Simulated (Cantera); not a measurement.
## Equilibrium for sublimation and decomposition of ceramics: SiC + H₂

A closed system holds: 1 mol SiC, 0.13 mol H₂, held at 1.00 Torr.

Method: chemical equilibrium by Gibbs-energy minimisation in Cantera with the NASA 1993 tables (ideal gas, pure condensed phases). Candidate condensed phases: C, C₆H₆, C₇H₈, C₈H₁₈, Si, SiC; 87 gas species. Gases not in the tables: Si₂H₆ and higher silanes. Equilibrium is a limit: real reactors are often held back by kinetics, nucleation or transport.

| T (°C) | log p H₂ | log p Si | log p SiC₂ | log p H | log p Si₂C | log p C₃ | n SiC(s) | n C(graphite) |
|---|---|---|---|---|---|---|---|---|
| 1352 | -2.88 | -8.16 | -11.63 | -5.59 | -10.59 | <-14 | 1.000 | 0 |
| 1452 | -2.88 | -7.39 | -10.18 | -5.17 | -9.55 | <-14 | 1.000 | 0 |
| 1552 | -2.88 | -6.70 | -8.90 | -4.80 | -8.61 | -13.26 | 1.000 | 0 |
| 1652 | -2.89 | -6.08 | -7.76 | -4.46 | -7.78 | -11.60 | 1.000 | 0 |
| 1752 | -2.90 | -5.46 | -6.79 | -4.17 | -6.97 | -10.29 | 1.000 | 0.000125 |
| 1852 | -2.92 | -4.83 | -5.98 | -3.90 | -6.18 | -9.30 | 0.998 | 0.00110 |
| 1952 | -2.98 | -4.27 | -5.24 | -3.68 | -5.46 | -8.40 | 0.992 | 0.00521 |
| 2052 | -3.10 | -3.75 | -4.57 | -3.51 | -4.81 | -7.58 | 0.967 | 0.0221 |
| 2152 | -3.51 | -3.27 | -3.96 | -3.50 | -4.21 | -6.83 | 0.785 | 0.135 |
| 2252 | -4.30 | -3.10 | -3.66 | -3.70 | -4.18 | -6.14 | 0 | 0.556 |
| 2352 | -4.54 | -3.12 | -3.56 | -3.64 | -4.51 | -5.50 | 0 | 0.457 |
| 2452 | -4.81 | -3.15 | -3.48 | -3.61 | -4.85 | -4.91 | 0 | 0.326 |
| 2552 | -5.11 | -3.20 | -3.43 | -3.60 | -5.20 | -4.37 | 0 | 0.115 |
log p: log10 of the partial pressure in bar; n: condensed amount in mol.

From 1352 °C to 1652 °C the condensed part is SiC(s). From 1752 °C to 2152 °C the condensed part is C(graphite) + SiC(s). From 2252 °C to 2552 °C the condensed part is C(graphite). The main Si-bearing gas is Si throughout.
